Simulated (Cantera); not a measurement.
An adiabatic, constant-pressure homogeneous reactor starts with CH₄ : O₂ : N₂ : H₂O = 1 : 2.82 : 20.8 : 1.1 (molar parts), equivalence ratio 0.71, at 1325 K and 4280 Torr.

Model: GRI-Mech 3.0 (53 species, 325 reactions), integrated in Cantera.

Problem. Predict: time of steepest temperature rise; temperature at 2.00 s; equilibrium temperature; x(O₂) at 2.00 s; x(H₂O) at 2.00 s; x(NO) at 2.00 s.

Solution. 
```
Item                                                                Result
---------------------------------  ---------------------------------------
time of steepest temperature rise                                  3.35 ms
temperature at 2.00 s                                               2126 K
equilibrium temperature                                             2126 K
x(O₂) at 2.00 s                      0.0296 (gas-phase equilibrium 0.0296)
x(H₂O) at 2.00 s                       0.119 (gas-phase equilibrium 0.119)
x(NO) at 2.00 s                    0.00404 (gas-phase equilibrium 0.00404)
```
